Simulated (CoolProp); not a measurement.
Computed with CoolProp (reference Helmholtz-energy equation of state, Gao 2022).

Task: For n-perfluorohexane, give the phase and the cp (kJ/(kg K)) at 450 K and 0.00826 MPa; 450 K and 0.0139 MPa; 450 K and 0.544 MPa.

Result: 
- 450 K and 0.00826 MPa: gas; cp 1.01
- 450 K and 0.0139 MPa: gas; cp 1.01
- 450 K and 0.544 MPa: gas; cp 1.04
